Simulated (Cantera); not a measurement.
## Reactions in the system F-H-Si

Standard-state values (1 bar) from the NASA 1993 polynomials, evaluated with Cantera. Values are per mole of reaction as written; species without (g) are pure solids or liquids, kept so even where they would boil at 1 bar. The tables' values for SiF₂ are old estimates.

3 SiH₂(g) + 2 F₂(g) → 2 SiH₃(g) + SiF₄(g)

```csv
T (K),ΔH° (kJ),ΔS° (J/K),ΔG° (kJ),log10 K
475,-1934.6,-318.6,-1783.2,196.10
525,-1935.2,-319.8,-1767.3,175.83
575,-1935.8,-320.8,-1751.3,159.09
625,-1936.4,-321.8,-1735.2,145.02
675,-1937.0,-322.8,-1719.1,133.03
725,-1937.6,-323.7,-1702.9,122.69
775,-1938.2,-324.5,-1686.7,113.68
```

SiH₄(g) + 3 F₂(g) → SiF₂(g) + 4 HF(g)

```json
[
 {"T (K)": "475", "ΔH° (kJ)": "-1709.5", "ΔS° (J/K)": "146.5", "ΔG° (kJ)": "-1779.1", "log10 K": "195.64"},
 {"T (K)": "525", "ΔH° (kJ)": "-1709.2", "ΔS° (J/K)": "147.1", "ΔG° (kJ)": "-1786.4", "log10 K": "177.74"},
 {"T (K)": "575", "ΔH° (kJ)": "-1709.1", "ΔS° (J/K)": "147.3", "ΔG° (kJ)": "-1793.8", "log10 K": "162.95"},
 {"T (K)": "625", "ΔH° (kJ)": "-1709.2", "ΔS° (J/K)": "147.1", "ΔG° (kJ)": "-1801.2", "log10 K": "150.53"},
 {"T (K)": "675", "ΔH° (kJ)": "-1709.5", "ΔS° (J/K)": "146.7", "ΔG° (kJ)": "-1808.5", "log10 K": "139.95"},
 {"T (K)": "725", "ΔH° (kJ)": "-1709.9", "ΔS° (J/K)": "146.2", "ΔG° (kJ)": "-1815.8", "log10 K": "130.82"},
 {"T (K)": "775", "ΔH° (kJ)": "-1710.4", "ΔS° (J/K)": "145.5", "ΔG° (kJ)": "-1823.1", "log10 K": "122.88"}
]
```

SiH₂(g) → Si(g) + 2 H(g)

```tsv
T (K)	ΔH° (kJ)	ΔS° (J/K)	ΔG° (kJ)	log10 K
475	644.9	201.3	549.3	-60.40
525	645.9	203.2	539.2	-53.65
575	646.7	204.7	529.0	-48.05
625	647.4	205.9	518.7	-43.35
675	648.0	206.9	508.4	-39.34
725	648.6	207.7	498.0	-35.88
775	649.1	208.3	487.6	-32.87
```

12 HF(g) + 7 Si → 4 SiH₃(g) + 3 SiF₄(g)

```tsv
T (K)	ΔH° (kJ)	ΔS° (J/K)	ΔG° (kJ)	log10 K
475	-751.5	-542.4	-493.9	54.31
525	-753.9	-547.1	-466.7	46.43
575	-755.6	-550.2	-439.2	39.90
625	-756.6	-552.0	-411.7	34.40
675	-757.2	-552.8	-384.0	29.72
725	-757.2	-552.8	-356.4	25.68
775	-756.8	-552.4	-328.8	22.16
```
